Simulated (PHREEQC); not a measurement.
Dissolve 0.0029 mol/kgw HF, 0.021 mol/kgw KF and 0.056 mol/kgw H2SO4 at 76 °C. Closed to the air; pH follows from the charge balance.

Computed with PHREEQC (ion-association model, wateq4f.dat).

| quantity | before | after |
|---|---|---|
| pH | 1.44 | 1.40 |
| ionic strength (mol/kgw) | 0.0714 | 0.0809 |
| HSO4- (mol/kgw) | 0.0475 | 0.0427 |
| SO4-2 (mol/kgw) | 0.00761 | 0.0123 |
| KSO4- (mol/kgw) | 0.000852 | 0.000965 |
| F- (mol/kgw) | 0.000209 | 0.000308 |

Name the change that produced these shifts.
(A) HF replaced by AgF at the same molality
(B) HF from 0.0029 to 0.00145 mol/kgw
(C) H2SO4 from 0.056 to 0.112 mol/kgw
(D) temperature from 76 to 50 °C
(E) 0.033 mol/kgw NH3 added

D, temperature from 76 to 50 °C

No solid was allowed to form. Away from 25 °C the constants follow the database's enthalpies or fits; those with neither stay at their 25 °C values.
